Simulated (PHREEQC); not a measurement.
A PHREEQC input (ion-association model, wateq4f.dat):

```
SOLUTION 1
  temp 25
  units mg/kgw
  pH 6.03
  pe 10.6
  Na 0.0784
  K 0.00044
  Ca 0.00588
  Mg 0.000648
  Cl 0.0568
  S(6) 0.0711 as SO4
  Alkalinity 0.042 as HCO3 charge
  Ba 0.000241
  Ni 0.00273
  Cd 0.000117
  Zn 0.00278
  Si 5.72e-05 as SiO2
END
USE solution 1
EQUILIBRIUM_PHASES 1
  Chalcedony 0 0
  CO2(g) -3.4 10
END
```

It stops with these messages:

```
ERROR: Alkalinity cannot be used with charge balance or solution phase boundary constraints.
ERROR: Program terminating due to input errors.
```

The fault: charge balance asked on alkalinity. The line should read `as HCO3` where the input has `as HCO3 charge`. With the mend the run ends at pH 5.67 and ionic strength 7.01e-6 mol/kgw.
